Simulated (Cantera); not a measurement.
**Premixed flame**

A freely propagating, adiabatic, planar premixed flame of 44.4 % H2, 11.7 % O2, 43.9 % N2, equivalence ratio 1.9, unburnt at 675 K and 0.250 bar; mixture-averaged transport, grid criteria slope 0.08 and curve 0.16, no radiation.

Cantera simulation using the H2/O2 subset of GRI-Mech 3.0, which has no nitrogen chemistry; the numbers are that mechanism's predictions, not measurements. Burning velocities carry a grid error of a few per cent, more on coarse grids.

```json
[
 {"z (mm)": "-8.69", "T (K)": "675", "u (m/s)": "9.56", "x H2": "0.444", "x O2": "0.117", "x H2O": "<1e-8", "x HO2": "<1e-8", "x O": "<1e-8", "x H2O2": "<1e-8"},
 {"z (mm)": "-5.79", "T (K)": "675", "u (m/s)": "9.56", "x H2": "0.444", "x O2": "0.117", "x H2O": "<1e-8", "x HO2": "<1e-8", "x O": "<1e-8", "x H2O2": "<1e-8"},
 {"z (mm)": "-4.34", "T (K)": "675", "u (m/s)": "9.56", "x H2": "0.444", "x O2": "0.117", "x H2O": "<1e-8", "x HO2": "<1e-8", "x O": "<1e-8", "x H2O2": "<1e-8"},
 {"z (mm)": "-2.90", "T (K)": "675", "u (m/s)": "9.56", "x H2": "0.444", "x O2": "0.117", "x H2O": "9.49e-8", "x HO2": "9.29e-7", "x O": "1.00e-8", "x H2O2": "<1e-8"},
 {"z (mm)": "-1.45", "T (K)": "684", "u (m/s)": "9.67", "x H2": "0.442", "x O2": "0.117", "x H2O": "0.000590", "x HO2": "5.77e-5", "x O": "1.21e-5", "x H2O2": "3.21e-7"},
 {"z (mm)": "-0.724", "T (K)": "801", "u (m/s)": "11.2", "x H2": "0.418", "x O2": "0.112", "x H2O": "0.0121", "x HO2": "4.18e-5", "x O": "0.000358", "x H2O2": "4.51e-7"},
 {"z (mm)": "0", "T (K)": "1163", "u (m/s)": "15.9", "x H2": "0.277", "x O2": "0.0640", "x H2O": "0.112", "x HO2": "1.77e-5", "x O": "0.00518", "x H2O2": "5.41e-7"},
 {"z (mm)": "0.724", "T (K)": "1417", "u (m/s)": "19.2", "x H2": "0.172", "x O2": "0.00841", "x H2O": "0.220", "x HO2": "2.32e-6", "x O": "0.00461", "x H2O2": "3.89e-7"},
 {"z (mm)": "1.45", "T (K)": "1516", "u (m/s)": "20.4", "x H2": "0.167", "x O2": "0.00270", "x H2O": "0.233", "x HO2": "6.95e-7", "x O": "0.00358", "x H2O2": "3.18e-7"},
 {"z (mm)": "2.90", "T (K)": "1628", "u (m/s)": "21.7", "x H2": "0.175", "x O2": "0.00199", "x H2O": "0.235", "x HO2": "4.62e-7", "x O": "0.00328", "x H2O2": "2.43e-7"},
 {"z (mm)": "5.79", "T (K)": "1758", "u (m/s)": "23.2", "x H2": "0.186", "x O2": "0.00159", "x H2O": "0.238", "x HO2": "3.38e-7", "x O": "0.00279", "x H2O2": "1.52e-7"},
 {"z (mm)": "11.6", "T (K)": "1894", "u (m/s)": "24.7", "x H2": "0.196", "x O2": "0.00114", "x H2O": "0.242", "x HO2": "2.33e-7", "x O": "0.00211", "x H2O2": "8.36e-8"},
 {"z (mm)": "23.2", "T (K)": "2026", "u (m/s)": "26.2", "x H2": "0.206", "x O2": "0.000722", "x H2O": "0.247", "x HO2": "1.54e-7", "x O": "0.00140", "x H2O2": "4.39e-8"}
]
```
x: mole fraction of selected species; z is measured from the peak of heat release.

* **laminar burning velocity**: 956 cm/s
* **thermal thickness**: 2.90 mm
* **peak x(HO2)**: 5.79e-5
* **peak x(O)**: 0.00621
* **peak x(H2O2)**: 5.62e-7
* **grid points**: 131
